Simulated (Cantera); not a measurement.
A closed system holds: 1 mol CH3SiCl3, 0.68 mol C2H2, 1.5 mol H2, equilibrated at 10000 Pa.

These are equilibrium values from Cantera (NASA tables, ideal gas, pure condensed phases), not measurements of a reactor. Candidate condensed phases: C, C6H6, C7H8, C8H18, Si, SiC; 109 gas species. The feed counts by its element totals alone. Gases not in the tables: Si2H6 and higher silanes. The numbers say what is thermodynamically allowed, not how fast it happens.

What share of the Si ends up in condensed phases as a function of T (K), at 1275, 1350, 1425, 1500, 1575, 1650, 1725, 1800, 1875, 1950, 2025, 2100, 2175, 2250?


| T (K) | Si condensed (%) | as |
|---|---|---|
| 1275 | 69.8 | SiC(s) |
| 1350 | 76.6 | SiC(s) |
| 1425 | 81.3 | SiC(s) |
| 1500 | 83.7 | SiC(s) |
| 1575 | 84.0 | SiC(s) |
| 1650 | 82.7 | SiC(s) |
| 1725 | 80.5 | SiC(s) |
| 1800 | 77.7 | SiC(s) |
| 1875 | 74.6 | SiC(s) |
| 1950 | 71.4 | SiC(s) |
| 2025 | 68.1 | SiC(s) |
| 2100 | 64.8 | SiC(s) |
| 2175 | 61.4 | SiC(s) |
| 2250 | 58.0 | SiC(s) |
